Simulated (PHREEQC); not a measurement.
Dissolve 0.0077 mol HF, 0.022 mol (NH4)2SiF6 and 7.02e-05 mol H3BO3 per kg of water at 30 °C. Closed to the air; pH follows from the charge balance.

Computed with PHREEQC (ion-association model, phreeqc.dat).

No solid was allowed to form.

Problem. Predict the pH, density, ionic strength.

Solution. pH 2.72; density 0.998 g/cm³; ionic strength 0.0682 mol/kgw.

Problem. In which forms is B present?

Solution. BF4- 86 %, BF3OH- 6.4 %, H3BO3 6.0 %, BF2(OH)2- 1.9 % of the B.

SiF6-2 is the database's only silicon fluoride. Real BF4- forms and hydrolyses slowly; the run takes it at equilibrium.
